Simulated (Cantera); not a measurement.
Mixture: 37.1 % H2, 13.2 % O2, 49.7 % N2, equivalence ratio 1.4, at 17.8 atm, adiabatic and at constant volume. Ignition delay is the time to a rise of 400 K.

Model: the H2/O2 subset of GRI-Mech 3.0, which has no nitrogen chemistry, integrated in Cantera. The hydrogen kinetics of GRI-Mech 3.0 are dated; newer H2 mechanisms differ, most at raised pressure. The pressure lies above the range GRI-Mech 3.0 was tuned for (to about 10 atm). Where the delays flatten at high temperature, the 400 K rule measures the pace of heat release, not the induction time.

Problem. Predict: delay at 1300 K; delay at 1375 K; delay at 1450 K; delay at 1525 K; delay at 1600 K; delay at 1675 K; delay at 1750 K; apparent activation energy between 1600 and 1750 K.

Solution. 
- delay at 1300 K: 11.1 µs
- delay at 1375 K: 2.48 µs
- delay at 1450 K: 1.23 µs
- delay at 1525 K: 0.806 µs
- delay at 1600 K: 0.591 µs
- delay at 1675 K: 0.462 µs
- delay at 1750 K: 0.376 µs
- apparent activation energy between 1600 and 1750 K: 70 kJ/mol
